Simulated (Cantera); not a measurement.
Stirred combustor or abatement burner

A perfectly stirred reactor is fed with 4.97 % CH4, 1.49 % CO, 11.1 % O2, 82.4 % N2, at 10.0 bar; it is adiabatic with a 450 K inlet, and is followed from long to short residence time, starting on the burning branch (τ in s: 0.19, 0.081, 0.035, 0.015, 0.0064, 0.0028, 0.0012, 0.00051, 0.00022, 9.5e-05).

Detailed kinetics in Cantera: GRI-Mech 3.0 (53 species, 325 reactions).

```json
[
 {"τ (s)": "0.19", "T (K)": "1708", "x CH4": "5.31e-6", "x CO": "0.000262", "x O2": "0.00464", "x C2H6": "1.13e-9", "x CH2O": "6.09e-7", "x OH": "0.000173", "x O": "4.78e-6"},
 {"τ (s)": "0.081", "T (K)": "1706", "x CH4": "9.55e-6", "x CO": "0.000450", "x O2": "0.00476", "x C2H6": "3.25e-9", "x CH2O": "1.14e-6", "x OH": "0.000209", "x O": "7.28e-6"},
 {"τ (s)": "0.035", "T (K)": "1703", "x CH4": "1.73e-5", "x CO": "0.000766", "x O2": "0.00497", "x C2H6": "9.05e-9", "x CH2O": "2.12e-6", "x OH": "0.000251", "x O": "1.10e-5"},
 {"τ (s)": "0.015", "T (K)": "1697", "x CH4": "3.25e-5", "x CO": "0.00131", "x O2": "0.00534", "x C2H6": "2.58e-8", "x CH2O": "3.93e-6", "x OH": "0.000296", "x O": "1.67e-5"},
 {"τ (s)": "0.0064", "T (K)": "1688", "x CH4": "6.44e-5", "x CO": "0.00224", "x O2": "0.00599", "x C2H6": "7.87e-8", "x CH2O": "7.41e-6", "x OH": "0.000336", "x O": "2.45e-5"},
 {"τ (s)": "0.0028", "T (K)": "1670", "x CH4": "0.000139", "x CO": "0.00391", "x O2": "0.00719", "x C2H6": "2.85e-7", "x CH2O": "1.45e-5", "x OH": "0.000346", "x O": "3.31e-5"},
 {"τ (s)": "0.0012", "T (K)": "450", "x CH4": "0.0497", "x CO": "0.0149", "x O2": "0.111", "x C2H6": "<1e-12", "x CH2O": "<1e-12", "x OH": "<1e-12", "x O": "<1e-12"},
 {"τ (s)": "0.00051", "T (K)": "450", "x CH4": "0.0497", "x CO": "0.0149", "x O2": "0.111", "x C2H6": "<1e-12", "x CH2O": "<1e-12", "x OH": "<1e-12", "x O": "<1e-12"},
 {"τ (s)": "0.00022", "T (K)": "450", "x CH4": "0.0497", "x CO": "0.0149", "x O2": "0.111", "x C2H6": "<1e-12", "x CH2O": "<1e-12", "x OH": "<1e-12", "x O": "<1e-12"},
 {"τ (s)": "9.5e-5", "T (K)": "450", "x CH4": "0.0497", "x CO": "0.0149", "x O2": "0.111", "x C2H6": "<1e-12", "x CH2O": "<1e-12", "x OH": "<1e-12", "x O": "<1e-12"}
]
```
x: mole fraction; the columns are a selection and need not sum to one.
